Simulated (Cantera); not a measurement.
What does this Cantera script print?

```python
import numpy as np
import cantera as ct

gas_names = """
    Cr CrN CrO CrO2 CrO3 H HNO HNO2 HNO3 HO2 H2 H2O H2O2 N NH NH2 NH3 NH2OH NO NO2 NO3 N2 N2H2 N2H4 N2O
    O OH O2 O3
""".split()
cond_names = """
    Cr(cr) Cr(L) CrN(s) Cr2N(s) Cr2O3(s) Cr2O3(L) H2O(s) H2O(L)
""".split()


# ... load() reads the species with a 1 bar reference pressure and builds the phases ...
atoms = {
    'Cr2O3': {'Cr': 2, 'O': 3},
    'H2': {'H': 2},
    'N2': {'N': 2},
}
top_T = {'CrN(s)': 1900, 'Cr2N(s)': 1900}  # K; cautious upper limits of use, not melting points


# ... equilibrate(T, P, feed) seeds the gas with the atoms and calls Mixture.equilibrate('TP', solver="vcs", rtol=1e-11, max_steps=5000) ...
results = []
feed = {'Cr2O3': 1, 'H2': 28, 'N2': 0.59}  # mol
P = 50  # Pa
for T in [1048, 1123, 1198, 1273, 1348, 1423, 1498, 1573, 1648, 1723, 1798]:
    mix = equilibrate(T, P, feed)
    results.append((T, P, feed, dict(zip(mix.species_names, mix.species_moles))))
    x = sorted(zip(gas.X, gas.species_names), reverse=True)
    print(f"T = {T:g} K  P = {P:g} Pa  gas = {mix.phase_moles(0):.4g} mol")
    print("   x: " + "  ".join(f"{s} {v:.3e}" for v, s in x if v > 0.001))
    print("   condensed (mol): " + ("  ".join(f"{mix.phase(i).name} {mix.phase_moles(i):.4g}"
          for i in range(1, mix.n_phases) if mix.phase_moles(i) > 1e-12) or "none"))
```

Output:

```
T = 1048 K  P = 50 Pa  gas = 28.59 mol
   x: H2 9.793e-01  N2 2.064e-02
   condensed (mol): Cr(cr) 0.0003088  Cr2O3(s) 0.9998
T = 1123 K  P = 50 Pa  gas = 28.59 mol
   x: H2 9.793e-01  N2 2.064e-02
   condensed (mol): Cr(cr) 0.0008096  Cr2O3(s) 0.9996
T = 1198 K  P = 50 Pa  gas = 28.59 mol
   x: H2 9.793e-01  N2 2.064e-02
   condensed (mol): Cr(cr) 0.001865  Cr2O3(s) 0.9991
T = 1273 K  P = 50 Pa  gas = 28.59 mol
   x: H2 9.791e-01  N2 2.064e-02
   condensed (mol): Cr(cr) 0.0038  Cr2O3(s) 0.998
T = 1348 K  P = 50 Pa  gas = 28.59 mol
   x: H2 9.788e-01  N2 2.063e-02
   condensed (mol): Cr(cr) 0.00657  Cr2O3(s) 0.9962
T = 1423 K  P = 50 Pa  gas = 28.6 mol
   x: H2 9.782e-01  N2 2.063e-02
   condensed (mol): Cr(cr) 0.007484  Cr2O3(s) 0.9932
T = 1498 K  P = 50 Pa  gas = 28.63 mol
   x: H2 9.764e-01  N2 2.061e-02  H2O 1.350e-03
   condensed (mol): Cr2O3(s) 0.9871
T = 1573 K  P = 50 Pa  gas = 28.68 mol
   x: H2 9.723e-01  N2 2.057e-02  H2O 3.222e-03  Cr 2.147e-03  H 1.793e-03
   condensed (mol): Cr2O3(s) 0.9692
T = 1648 K  P = 50 Pa  gas = 28.78 mol
   x: H2 9.638e-01  N2 2.050e-02  H2O 7.069e-03  Cr 4.709e-03  H 3.910e-03
   condensed (mol): Cr2O3(s) 0.932
T = 1723 K  P = 50 Pa  gas = 28.98 mol
   x: H2 9.477e-01  N2 2.036e-02  H2O 1.438e-02  Cr 9.571e-03  H 7.939e-03
   condensed (mol): Cr2O3(s) 0.8603
T = 1798 K  P = 50 Pa  gas = 29.35 mol
   x: H2 9.191e-01  H2O 2.730e-02  N2 2.010e-02  Cr 1.813e-02  H 1.510e-02
   condensed (mol): Cr2O3(s) 0.7298
```

Equilibrium computed with Cantera from the NASA thermochemical tables; the gas is ideal and each condensed phase is pure. Mutual solubility and eutectic melting of coexisting phases are not modelled.
